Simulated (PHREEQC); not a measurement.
A column of 1 m (30 cells, dispersivity 0.035 m, 3600 s a shift, diffusion coefficient 3e-10 m²/s) holds 0.11 eq of the database's cation exchanger X per kg of pore water, first in equilibrium with 0.0004 mol/kgw MgCl2 and 1e-05 mol/kgw HCl. It is flushed with 0.00039 mol/kgw CuCl2, 0.00058 mol/kgw KBr, 0.064 mol/kgw SrCl2 and 1e-05 mol/kgw HCl, at 25 °C. Values are for the last cell. CO2 from the air is kept out. Precipitation was switched off in this run.

All values are PHREEQC results (ion-association model, phreeqc.dat), not measurements.

**Question.** Predict Sr in solution (mol/kgw), K in solution (mol/kgw), Mg in solution (mol/kgw) at pore volumes = 1.75, 2.55.

**Answer.** 
```tsv
pore volumes	Sr in solution (mol/kgw)	K in solution (mol/kgw)	Mg in solution (mol/kgw)
1.75	0.0267	0.000320	0.0367
2.55	0.0619	0.000556	0.00212
```

Complexes and solids missing from the database can't appear.
